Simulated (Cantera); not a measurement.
Pyrogenic steam for wet oxidation

A perfectly stirred reactor is fed with 34.9 % H2, 23.3 % O2, 41.9 % N2, equivalence ratio 0.75, at 420 Torr; it is held at 1025 K, and followed from long to short residence time.

Model: GRI-Mech 3.0 (53 species, 325 reactions), integrated in Cantera. The temperature is held fixed by assumption; the heat of reaction is taken as removed at once.

```
τ (s)      x H2    x O2    x N2O      x OH     x HO2
------  -------  ------  -------  --------  --------
2.5     0.00949  0.0748  1.17e-7   1.94e-6   5.09e-5
1.1      0.0174  0.0784  8.02e-8   2.32e-6   6.82e-5
0.52     0.0291  0.0838  5.50e-8   2.80e-6   8.62e-5
0.23     0.0457  0.0915  3.74e-8   3.79e-6  0.000107
0.11     0.0590  0.0977  2.90e-8   5.84e-6  0.000123
0.048    0.0664   0.101  2.52e-8   1.16e-5  0.000136
0.021    0.0684   0.102  2.40e-8   2.56e-5  0.000143
0.0097   0.0708   0.103  2.28e-8   5.32e-5  0.000147
0.0044   0.0766   0.106  2.07e-8  0.000106  0.000151
0.0020   0.0869   0.111  1.77e-8  0.000197  0.000156
```
x: mole fraction; the columns are a selection and need not sum to one.
